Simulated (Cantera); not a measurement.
Cantera with NASA thermochemical tables; ideal gases at 1 bar, condensed phases pure. Values are per mole of reaction as written; species without (g) are pure solids or liquids, kept so even where they would boil at 1 bar.

Q: Between 1473 and 2073 K, where is each reaction favourable under standard conditions?
- 2 Cl(g) + Pb → PbCl2(g)
- PbCl2(g) → Pb(g) + 2 Cl(g)

A: 
- 2 Cl(g) + Pb → PbCl2(g): ΔG° is -275 kJ at 1473 K and -206 kJ at 2073 K; it stays negative (K > 1). ΔH° is -448 kJ and ΔS° -117 J/K at 2073 K.
- PbCl2(g) → Pb(g) + 2 Cl(g): ΔG° is 324 kJ at 1473 K and 202 kJ at 2073 K; it stays positive (K < 1). ΔH° is 626 kJ and ΔS° 205 J/K at 2073 K.
